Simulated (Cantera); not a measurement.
**Diamond growth**

A diamond (100) surface in a fixed gas of H2 with x(CH4) = 0.0046, x(H) = 0.00095, x(CH3) = 0.00084, at 925 K; coverages are run to steady state.

Computed with Cantera and the Harris–Goodwin 1993 mechanism for the reconstructed diamond (100) surface.

| P (Pa) | growth (µm/h) | θ c6HH | θ c6H* | θ c6*H | θ c6** | θ c6HM |
|---|---|---|---|---|---|---|
| 880 | 1.28 | 0.400 | 0.00718 | 0.185 | 0.00255 | 0.318 |
| 1400 | 2.10 | 0.392 | 0.00702 | 0.181 | 0.00250 | 0.328 |
| 2400 | 3.67 | 0.386 | 0.00691 | 0.178 | 0.00246 | 0.335 |
| 3900 | 6.04 | 0.383 | 0.00685 | 0.176 | 0.00243 | 0.339 |
| 6400 | 9.98 | 0.381 | 0.00681 | 0.175 | 0.00242 | 0.342 |
| 11000 | 17.2 | 0.379 | 0.00679 | 0.174 | 0.00241 | 0.343 |
| 17000 | 26.7 | 0.378 | 0.00678 | 0.174 | 0.00241 | 0.344 |
| 29000 | 45.6 | 0.378 | 0.00679 | 0.174 | 0.00240 | 0.345 |
θ: site fractions in the mechanism's names (c6HH fully hydrogenated, c6H* and c6*H radical sites, c6** diradical, c6HM methylated).
